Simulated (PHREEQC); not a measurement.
Make-up at 25 °C: 0.072 mol HF, 0.0037 mol NaF and 0.0012 mol H3PO4 per kg of water. Closed to the air; pH follows from the charge balance.

The numbers come from PHREEQC with the ion-association model, wateq4f.dat.

Each row changes one thing in this solution. Precipitation was switched off in this run.

| case | pH | ionic strength (mol/kgw) | HF (mol/kgw) | F- (mol/kgw) | H2F2 (mol/kgw) | HF2- (mol/kgw) |
|---|---|---|---|---|---|---|
| as made | 2.28 | 0.00943 | 0.0516 | 0.00728 | 0.00696 | 0.00144 |
| H3PO4 from 0.0012 to 0.0006 mol/kgw | 2.29 | 0.00927 | 0.0515 | 0.00744 | 0.00692 | 0.00147 |
| temperature from 25 to 15 °C | 2.26 | 0.00972 | 0.0482 | 0.00769 | 0.00862 | 0.00130 |
| HF left out | 3.63 | 0.00394 | 0.000902 | 0.00277 | 2.12e-6 | 9.59e-6 |
| NaF from 0.0037 to 0.00333 mol/kgw | 2.27 | 0.00919 | 0.0515 | 0.00709 | 0.00694 | 0.00140 |
| HF replaced by NH4BF4 at the same molality | 2.92 | 0.0771 | 0.00665 | 0.00475 | 0.000117 | 0.000123 |
| H3PO4 from 0.0012 to 0.00108 mol/kgw | 2.28 | 0.00940 | 0.0516 | 0.00731 | 0.00695 | 0.00145 |
| diluted 100-fold with water | 3.37 | 0.000476 | 0.000291 | 0.000464 | 2.21e-7 | 5.19e-7 |

Complexes and solids missing from the database can't appear. H3PO4, which wateq4f.dat lacks, is added to it with the constant of phreeqc.dat. Real BF4- forms and hydrolyses slowly; the run takes it at equilibrium.
